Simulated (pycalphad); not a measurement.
# Freezing of Si-V alloys with rising V

All values are pycalphad results on the COST 507 light-alloy database (1999) (1 atm), not direct measurements. These are 1990s assessments: newer ones move some temperatures and phases. Amounts are mole fractions of atoms.

Scheil-Gulliver runs (no diffusion in the solid, steps of 4 K) beside full equilibrium.

| alloy | liquidus (K) | Scheil, half solid (K) | Scheil, 80 % solid (K) | Scheil, invariant end (K) | liquid left at that end | equilibrium solidus (K) |
|---|---|---|---|---|---|---|
| Si-6.98V (at.%) | 1767 | at the invariant end | at the invariant end | 1675 | 0.87 | 1675 |
| Si-10.47V (at.%) | 1806 | at the invariant end | at the invariant end | 1675 | 0.76 | 1675 |
| Si-13.96V (at.%) | … | at the invariant end | at the invariant end | 1675 | … | 1675 |

Question: Fill in the missing entries.

Answer: 
- Si-13.96V (at.%), liquidus (K): 1838
- Si-13.96V (at.%), liquid left at that end: 0.64
